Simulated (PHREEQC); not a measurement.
Nickel, zinc or cadmium bath

Dissolve 0.001 mol NiCl2 and 0.0035 mol HCl per kg of water at 20 °C. Closed to the air; pH follows from the charge balance.

Model: ion-association model, wateq4f.dat, run in PHREEQC.

```
Quantity                    Value
----------------  ---------------
pH                           2.49
ionic strength    0.00648 mol/kgw
total alkalinity     -3.50 meq/kg
```

| species | molality | activity | log γ |
|---|---|---|---|
| Cl- | 0.00549 | 0.00504 | -0.037 |
| H+ | 0.00350 | 0.00325 | -0.033 |
| Ni+2 | 0.000990 | 0.000706 | -0.147 |
| NiCl+ | 9.73e-6 | 8.94e-6 | -0.037 |
| NiCl2 | 1.63e-7 | 1.64e-7 | 0.001 |

Precipitation was switched off in this run.
